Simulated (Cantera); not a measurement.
A perfectly stirred reactor is fed with C3H8 : O2 : N2 = 1 : 9.8 : 36.9 (molar parts), at 4.93 atm; it is adiabatic with a 675 K inlet, and is followed from long to short residence time, starting on the burning branch (τ in s: 0.2, 0.086, 0.037, 0.016, 0.0068, 0.0029, 0.0013, 0.00054, 0.00023, 0.0001, 4.3e-05).

Model: GRI-Mech 3.0 (53 species, 325 reactions), integrated in Cantera. GRI-Mech 3.0 was tuned for natural gas; its chemistry of propane as a main component is partial and can be far from experiment.

Problem. What does this change do: inlet temperature 675 to 600 K?

Solution. 
```
quantity                                                                       before                                 after
------------------------------------------------  -----------------------------------  ------------------------------------
blow-out, bracketed by the residence times tried  burning at 0.100 ms, out at 43.0 µs  burning at 0.230 ms, out at 0.100 ms
x(C3H8) at τ = 0.200 s                                                        1.74e-7                               2.63e-7
x(O2) at τ = 0.200 s                                                           0.0984                                0.0985
x(OH) at τ = 0.200 s                                                         0.000494                              0.000378
x(HO2) at τ = 0.200 s                                                         1.25e-6                               1.09e-6
x(C2H4) at τ = 0.200 s                                                        8.58e-7                               1.21e-6
x(C3H8) at τ = 2.90 ms                                                        5.24e-6                               6.92e-6
x(O2) at τ = 2.90 ms                                                           0.0988                                0.0990
x(OH) at τ = 2.90 ms                                                          0.00131                               0.00110
x(HO2) at τ = 2.90 ms                                                         8.02e-6                               9.91e-6
x(C2H4) at τ = 2.90 ms                                                        1.69e-5                               2.13e-5
```
